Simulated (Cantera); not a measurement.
Adiabatic ignition

An adiabatic, constant-volume homogeneous reactor starts with CH₄ : C₂H₆ : O₂ : N₂ = 1 : 0.1 : 5.73 : 21.6 (molar parts), equivalence ratio 0.41, at 1200 K and 3750 Torr.

Detailed kinetics in Cantera: GRI-Mech 3.0 (53 species, 325 reactions).

```
t (s)     T (K)  P (bar)   x CH₄   x C₂H₆   x O₂     x N₂O    x NO₂     x HCO       x H
--------  -----  -------  ------  -------  -----  --------  -------  --------  --------
3.00e-6    1200     5.00  0.0352  0.00352  0.202    <1e-12   <1e-12    <1e-12  1.27e-11
7.83e-6    1200     5.00  0.0352  0.00352  0.202    <1e-12   <1e-12    <1e-12  2.63e-11
2.04e-5    1200     5.00  0.0352  0.00352  0.202    <1e-12   <1e-12    <1e-12  6.29e-11
5.33e-5    1200     5.00  0.0352  0.00352  0.202    <1e-12   <1e-12    <1e-12  1.74e-10
0.000139   1200     5.00  0.0352  0.00352  0.202  2.21e-12   <1e-12    <1e-12  6.42e-10
0.000363   1200     5.00  0.0352  0.00351  0.202  2.58e-11   <1e-12  5.27e-12   4.52e-9
0.000949   1203     5.01  0.0348  0.00339  0.201  4.70e-10   <1e-12   1.40e-9   1.55e-7
0.00248    2301     9.62  <1e-12   <1e-12  0.118   1.85e-6  9.18e-7  3.43e-11   3.96e-5
0.00646    2298     9.60  <1e-12   <1e-12  0.117   1.83e-6  4.42e-6  3.29e-11   3.85e-5
0.0169     2290     9.57  <1e-12   <1e-12  0.116   1.81e-6  1.17e-5  3.03e-11   3.65e-5
0.0440     2280     9.53  <1e-12   <1e-12  0.114   1.79e-6  2.18e-5  2.69e-11   3.38e-5
0.115      2274     9.50  <1e-12   <1e-12  0.113   1.78e-6  2.73e-5  2.53e-11   3.24e-5
0.300      2274     9.50  <1e-12   <1e-12  0.112   1.78e-6  2.77e-5  2.51e-11   3.23e-5
```
x: mole fraction; the columns are a selection and need not sum to one.

```json
{
 "time_of_steepest_temperature_rise": "1.55 ms",
 "temperature at 0.300 s": "2274 K",
 "equilibrium_temperature": "2274 K",
 "x(CH₄) at 0.300 s": "<1e-12 (gas-phase equilibrium <1e-12)",
 "x(C₂H₆) at 0.300 s": "<1e-12 (gas-phase equilibrium <1e-12)",
 "x(O₂) at 0.300 s": "0.112 (gas-phase equilibrium 0.112)"
}
```
